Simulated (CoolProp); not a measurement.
Vapour-liquid equilibrium of n-hexane (1) + cyclohexane (2) at 20.95 °C; x and y are mole fractions of (1).

Computed with CoolProp (multi-fluid Helmholtz-energy mixture model, Thol 2019 and Zhou 2014; pair parameters Bell 2016).

Problem. Give the bubble pressure and the first vapour's composition at x = 0.05, 0.5, 0.65. Is there an azeotrope?

Solution. x = 0.05: 0.01123 MPa, y = 0.085; x = 0.5: 0.01425 MPa, y = 0.606; x = 0.65: 0.01508 MPa, y = 0.734. No azeotrope shows between x = 0.05 and 0.95.

Pair parameters are fitted to limited data, so mixtures are less certain than the pure fluids.
